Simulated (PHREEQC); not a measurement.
Nickel, zinc or cadmium bath

Solution (28 °C): 94 mmol/kgw Ni(NO3)2 and 21 mmol/kgw NaCl. Closed to the air; pH follows from the charge balance.

Model: ion-association model, wateq4f.dat, run in PHREEQC.

Each row changes one thing in this solution. No solid was allowed to form.

| case | pH | Cl- (mol/kgw) | SI of Halite (NaCl) |
|---|---|---|---|
| as made | 5.66 | 0.0197 | -5.28 |
| Ni(NO3)2 replaced by Mg(NO3)2 at the same molality | 6.40 | 0.0210 | -5.25 |
| 0.057 mol/kgw HCl added | 1.35 | 0.0728 | -4.72 |
| NaCl from 0.021 to 0.0231 mol/kgw | 5.66 | 0.0217 | -5.20 |
| diluted 100-fold with water | 6.43 | 0.000210 | -9.00 |
| NaCl from 0.021 to 0.0021 mol/kgw | 5.65 | 0.00197 | -7.28 |
